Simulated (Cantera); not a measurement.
# Ignition delay

Mixture: CH4 : O2 : N2 = 1 : 2.82 : 10.6 (molar parts), at 23.0 bar, adiabatic and at constant volume. Ignition delay is the time to a rise of 400 K.

Detailed kinetics in Cantera: GRI-Mech 3.0 (53 species, 325 reactions). The pressure lies above the range GRI-Mech 3.0 was tuned for (to about 10 atm).

| T0 (K) | delay (ms) |
|---|---|
| 1200 | 1.59 |
| 1275 | 0.663 |
| 1350 | 0.300 |
| 1425 | 0.144 |
| 1500 | 0.0729 |

```
Property                                                Result
--------------------------------------------------  ----------
apparent activation energy between 1350 and 1500 K  160 kJ/mol
```
